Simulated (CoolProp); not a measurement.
The numbers come from the reference Helmholtz-energy equation of state, de Reuck 1993 in CoolProp.

### Question
For methanol, give the phase and the cv (kJ/(kg K)), conductivity (mW/(m K)) at 36.45 °C and 0.0261 MPa.

### Answer
- 36.45 °C and 0.0261 MPa: gas; cv 2.45, conductivity 16.1

Thermal conductivity comes from a separate model (Sykioti 2013).
